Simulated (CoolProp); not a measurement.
A Linde-Hampson liquefier for nitrogen: isothermal reversible compression at 290 K from 1 atm to 20 MPa, throttling to 1 atm, return gas leaving the recuperator 10 K below the feed. Each further row changes one setting.

The numbers come from the reference Helmholtz-energy equation of state, Span 2000 in CoolProp.

```tsv
case	liquid yield per pass	compression work (kJ/kg of gas)
as stated	0.059	455
high pressure 40 MPa	0.080	522
warm-end temperature 320 K	0.038	505
warm-end gap 15 K	0.047	455
```
